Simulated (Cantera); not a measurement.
Feed: 1 mol Si2Cl6, 11 mol H2, held at 1750 K and 590 Pa.

These are equilibrium values from Cantera (NASA tables, ideal gas, pure condensed phases), not measurements of a reactor. Candidate condensed phases: Si; 19 gas species. The feed counts by its element totals alone. The tables' values for SiCl3, SiCl are old estimates; treat these amounts as uncertain. Gases not in the tables: Si2H6 and higher silanes. Kinetics and transport are ignored.

Base state: H2 0.701, HCl 0.165, SiCl2 0.129, H 0.00253, SiCl3 0.00124, Cl 0.000460, SiCl 0.000452, Si 0.000254 (mole fractions); condensed: Si(l).

What changes in the equilibrium state with this change: H2 from 11 to 40 mol?


```tsv
species	before	after
H2	0.701	0.885
HCl	0.165	0.0847
SiCl2	0.129	0.0269
SiCl4	2.11e-5	9.16e-7
SiCl3	0.00124	0.000118
SiHCl3	1.98e-5	2.12e-6
Cl	0.000460	0.000210
SiCl	0.000452	0.000207
Si(l), mol	0.162	0.813
```
The tables' values for SiCl, SiCl3 are old estimates; treat these amounts as uncertain.
